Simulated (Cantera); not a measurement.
Premixed flame

A freely propagating, adiabatic, planar premixed flame of 19.3 % H₂, 16.9 % O₂, 63.7 % N₂, equivalence ratio 0.57, unburnt at 450 K and 0.390 bar; mixture-averaged transport, grid criteria slope 0.08 and curve 0.16, no radiation.

Cantera simulation using the H2/O2 subset of GRI-Mech 3.0, which has no nitrogen chemistry; the numbers are that mechanism's predictions, not measurements. Burning velocities carry a grid error of a few per cent, more on coarse grids. Lean hydrogen flames are cellular in practice and burn faster than this planar one.

```json
[
 {"z (mm)": "-3.83", "T (K)": "450", "u (m/s)": "2.15", "x H₂": "0.193", "x O₂": "0.169", "x HO₂": "<1e-8", "x H₂O": "<1e-8", "x O": "<1e-8", "x H": "<1e-8"},
 {"z (mm)": "-2.55", "T (K)": "450", "u (m/s)": "2.15", "x H₂": "0.193", "x O₂": "0.169", "x HO₂": "<1e-8", "x H₂O": "<1e-8", "x O": "<1e-8", "x H": "<1e-8"},
 {"z (mm)": "-1.91", "T (K)": "450", "u (m/s)": "2.15", "x H₂": "0.193", "x O₂": "0.169", "x HO₂": "<1e-8", "x H₂O": "8.39e-8", "x O": "<1e-8", "x H": "<1e-8"},
 {"z (mm)": "-1.28", "T (K)": "450", "u (m/s)": "2.15", "x H₂": "0.192", "x O₂": "0.170", "x HO₂": "8.96e-7", "x H₂O": "5.27e-6", "x O": "1.60e-8", "x H": "<1e-8"},
 {"z (mm)": "-0.638", "T (K)": "488", "u (m/s)": "2.29", "x H₂": "0.176", "x O₂": "0.172", "x HO₂": "0.000179", "x H₂O": "0.00226", "x O": "6.60e-6", "x H": "6.11e-5"},
 {"z (mm)": "-0.319", "T (K)": "728", "u (m/s)": "3.32", "x H₂": "0.137", "x O₂": "0.166", "x HO₂": "0.000119", "x H₂O": "0.0268", "x O": "0.000230", "x H": "0.00290"},
 {"z (mm)": "0", "T (K)": "1077", "u (m/s)": "4.80", "x H₂": "0.0727", "x O₂": "0.137", "x HO₂": "5.55e-5", "x H₂O": "0.0913", "x O": "0.00349", "x H": "0.0139"},
 {"z (mm)": "0.319", "T (K)": "1326", "u (m/s)": "5.88", "x H₂": "0.0264", "x O₂": "0.101", "x HO₂": "3.25e-5", "x H₂O": "0.153", "x O": "0.00892", "x H": "0.0203"},
 {"z (mm)": "0.638", "T (K)": "1459", "u (m/s)": "6.44", "x H₂": "0.0135", "x O₂": "0.0874", "x HO₂": "2.37e-5", "x H₂O": "0.175", "x O": "0.0105", "x H": "0.0177"},
 {"z (mm)": "1.28", "T (K)": "1594", "u (m/s)": "7.00", "x H₂": "0.00944", "x O₂": "0.0828", "x HO₂": "1.71e-5", "x H₂O": "0.186", "x O": "0.00892", "x H": "0.0112"},
 {"z (mm)": "2.55", "T (K)": "1712", "u (m/s)": "7.46", "x H₂": "0.00660", "x O₂": "0.0811", "x HO₂": "1.16e-5", "x H₂O": "0.194", "x O": "0.00604", "x H": "0.00556"},
 {"z (mm)": "5.10", "T (K)": "1797", "u (m/s)": "7.79", "x H₂": "0.00376", "x O₂": "0.0805", "x HO₂": "6.96e-6", "x H₂O": "0.201", "x O": "0.00335", "x H": "0.00213"},
 {"z (mm)": "10.2", "T (K)": "1849", "u (m/s)": "7.99", "x H₂": "0.00172", "x O₂": "0.0807", "x HO₂": "3.57e-6", "x H₂O": "0.206", "x O": "0.00152", "x H": "0.000619"}
]
```
x: mole fraction of selected species; z is measured from the peak of heat release.

```json
{
  "laminar_burning_velocity": "215 cm/s",
  "thermal_thickness": "1.28 mm",
  "peak x(HO₂)": "0.000200",
  "peak x(O)": "0.0105",
  "peak x(H)": "0.0203",
  "grid_points": "106"
}
```
